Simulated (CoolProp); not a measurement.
Saturation properties of nitrogen.

Model: reference Helmholtz-energy equation of state, Span 2000, in CoolProp.

```tsv
T (°C)	p (MPa)	vapour density (kg/m³)	enthalpy of vaporisation (kJ/kg)	liquid viscosity (µPa s)	liquid conductivity (mW/(m K))
-180.45	0.4511	18.69	175.7	94.4	114
-178.15	0.5405	22.27	171.4	88.0	110
-175.85	0.6422	26.38	166.8	82.1	105
-173.55	0.7569	31.08	161.9	76.7	101
-171.25	0.8857	36.45	156.6	71.6	96.4
-169.05	1.023	42.33	151.2	67.1	92.0
-166.75	1.182	49.35	145.0	62.6	87.5
-164.45	1.358	57.45	138.4	58.3	83.0
-162.15	1.553	66.84	131.1	54.2	78.5
-159.95	1.756	77.33	123.3	50.4	74.2
-157.65	1.990	90.33	114.2	46.4	69.6
-155.35	2.245	106.1	103.8	42.4	65.2
-153.05	2.523	126.1	91.45	38.2	60.8
-150.75	2.828	153.1	75.88	33.6	56.9
```

It boils at -195.8 °C under 1 atm.

Viscosity comes from a separate model (Lemmon 2004). Thermal conductivity comes from a separate model (Lemmon 2004).
